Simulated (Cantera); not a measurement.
Cantera run, input and output.

```python
import numpy as np
import cantera as ct

gas = ct.Solution("SiF4_NH3_mec.yaml", "gas")
gas.TPX = 1625, 13332, {'NH3': 1, 'N2': 0.36, 'H2': 0.0016}
inlet = ct.Reservoir(gas, clone=True)

reactor = ct.IdealGasConstPressureReactor(gas, energy="off", clone=False)
exhaust = ct.Reservoir(gas, clone=True)
tau = [9.3, 2.6, 0.75, 0.21, 0.06, 0.017, 0.0049][0]
for a, b in ((inlet, reactor), (reactor, exhaust)):
    ct.MassFlowController(a, b, mdot=lambda t: reactor.mass / tau)
net = ct.ReactorNet([reactor])
show = ['NH3', 'NH2', 'NH', 'N', 'H2', 'N2H2']

rows = []
print(f"{'tau/s':>10s}{'T/K':>9s}" + "".join(f"{s:>11s}" for s in show))
for tau in [9.3, 2.6, 0.75, 0.21, 0.06, 0.017, 0.0049]:
    net.initial_time = 0.0
    net.advance(30 * tau)
    before = gas.X
    net.advance(40 * tau)
    drift = np.max(np.abs(gas.X - before) / (gas.X + 1e-9))
    rows.append([gas.T, *gas[show].X, drift])
    print(f"{tau:10.3e}{gas.T:9.1f}" + "".join(f"{x:11.3e}" for x in gas[show].X))
```

It prints:

```
     tau/s      T/K        NH3        NH2         NH          N         H2       N2H2
 9.300e+00   1625.0  4.664e-01  1.005e-04  5.868e-07  2.032e-08  2.327e-01  5.175e-07
 2.600e+00   1625.0  6.267e-01  1.245e-04  6.046e-07  1.549e-08  9.421e-02  8.438e-07
 7.500e-01   1625.0  6.992e-01  1.367e-04  5.361e-07  8.133e-09  3.151e-02  1.014e-06
 2.100e-01   1625.0  7.244e-01  1.413e-04  4.445e-07  2.941e-09  9.782e-03  1.046e-06
 6.000e-02   1625.0  7.317e-01  1.369e-04  3.739e-07  1.044e-09  3.460e-03  9.607e-07
 1.700e-02   1625.0  7.338e-01  1.143e-04  2.716e-07  4.072e-10  1.657e-03  6.590e-07
 4.900e-03   1625.0  7.343e-01  5.979e-05  9.401e-08  1.040e-10  1.236e-03  1.725e-07
```

Cantera simulation using the gas-phase N/H chemistry of the illustrative SiF4/NH3 mechanism in the Surface Chemkin manual (1991); the numbers are that mechanism's predictions, not measurements. Walls and surfaces, which speed up NH3 decomposition in real reactors, are not modelled.
